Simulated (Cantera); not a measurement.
Feed: 1 mol toluene, 2 mol H2, 0.22 mol H2O, equilibrated at 1552 °C and 0.0100 bar.

Method: chemical equilibrium by Gibbs-energy minimisation in Cantera with the NASA 1993 tables (ideal gas, pure condensed phases). Equilibrium is a limit: real reactors are often held back by kinetics, nucleation or transport.

| species | before | after |
|---|---|---|
| H2 | 0.961 | 0.965 |
| CO | 0.0341 | 0.0342 |
| CH4 | 6.55e-6 | 0.000659 |
| H | 0.00432 | 0.000433 |
| C2H2 (acetylene) | 0.000206 | 0.000207 |
| C(graphite), mol | 6.78 | 6.77 |
Gas species are given as mole fractions.

Problem. Which change was made?
A) temperature from 1552 °C to 1827 °C
B) pressure from 0.0100 bar to 1.00 bar
C) H2O from 0.22 to 0.64 mol
D) pressure from 0.0100 bar to 0.000670 bar

Solution. B, pressure from 0.0100 bar to 1.00 bar
